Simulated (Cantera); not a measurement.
A closed system holds: 1 mol Zr, 3.2 mol N2, at 2250 K and 0.135 Torr.

Cantera equilibrium calculation (NASA polynomials, part measured and part estimated; ideal gas, pure solids and liquids). Candidate condensed phases: Zr, ZrN; 4 gas species. ZrN: taken at fixed stoichiometry. Rates play no part.

Base state: N2 1.000, Zr 1.07e-5 (mole fractions); condensed: ZrN(s).

Question: What changes in the equilibrium state with this change: 0.094 mol O2 added?

Answer: 
```
species                 before    after
---------------------  -------  -------
N2                       1.000    0.998
ZrO                          0  0.00204
ZrO2                         0  3.22e-5
Zr                     1.07e-5  1.07e-5
ZrN(s), mol              1.000    0.903
ZrO2(tetragonal), mol        0   0.0911
```
Mutual solubility and eutectic melting of coexisting phases are not modelled. Condensed phases not in the tables: solid solutions among these carbides, nitrides and lower oxides. Further candidate phases: ZrO2.
